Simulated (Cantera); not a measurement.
Input (Python, Cantera) and output of one run.

```python
import numpy as np
import cantera as ct

gas_names = """
    O3 CL
""".split()
cond_names = """
    FeCL2(s) FeCL2(L) Fe2O3(s)
""".split()


def load(file, names, dense=False):
    # The tables refer to 1 bar. Condensed volumes are neglected.
    table = {s.name: s for s in ct.Species.list_from_file(file)}
    out = []
    for n in names:
        d = dict(table[n].input_data)
        d["thermo"] = dict(d["thermo"], **{"reference-pressure": 1e5})
        if dense:
            d["equation-of-state"] = {"model": "constant-volume", "density": "1e6 g/cm^3"}
        out.append(ct.Species.from_dict(d))
    return out


species = {s.name: s for s in load("nasa_gas.yaml", gas_names) + load("nasa_condensed.yaml", cond_names)}
# Each term lists the table entries of one substance; the one whose range holds T is used.
reactions = {
    '2 FeCl2 + O3(g) = Fe2O3 + 4 Cl(g)':
        [(-2, ['FeCL2(s)', 'FeCL2(L)']), (-1, ['O3']), (1, ['Fe2O3(s)']), (4, ['CL'])],
}


def pick(names, T):
    return next(species[n] for n in names if species[n].thermo.min_temp <= T <= species[n].thermo.max_temp)


results = []
for label, terms in reactions.items():
    print(label)
    print("     T/K   dH/kJ  dS/(J/K)   dG/kJ   log10 K")
    for T in [300, 623, 723, 823, 923, 1023, 1123, 1223, 1323]:
        used = [(nu, pick(names, T)) for nu, names in terms]
        dH = sum(nu * s.thermo.h(T) for nu, s in used) / 1e6
        dS = sum(nu * s.thermo.s(T) for nu, s in used) / 1e3
        dG = dH - T * dS / 1e3
        logK = -dG * 1e6 / (ct.gas_constant * T * np.log(10))
        results.append((label, T, dH, dS, dG, logK, [s.name for _, s in used]))
        print(f"{T:8g} {dH:8.1f} {dS:8.1f} {dG:8.1f} {logK:8.2f}")
```

Result:

```
2 FeCl2 + O3(g) = Fe2O3 + 4 Cl(g)
     T/K   dH/kJ  dS/(J/K)   dG/kJ   log10 K
     300    201.8    273.2    119.8   -20.86
     623    204.8    279.3     30.8    -2.58
     723    206.8    282.3      2.7    -0.19
     823    209.3    285.6    -25.7     1.63
     923    212.0    288.6    -54.4     3.08
    1023    125.3    197.4    -76.7     3.92
    1123    122.9    195.2    -96.3     4.48
    1223    120.1    192.8   -115.7     4.94
    1323    117.1    190.5   -134.9     5.33
```

Source: NASA polynomial tables (part measured, part estimated), evaluated in Cantera. Condensed species are held in their standard states even where they would react or evaporate.
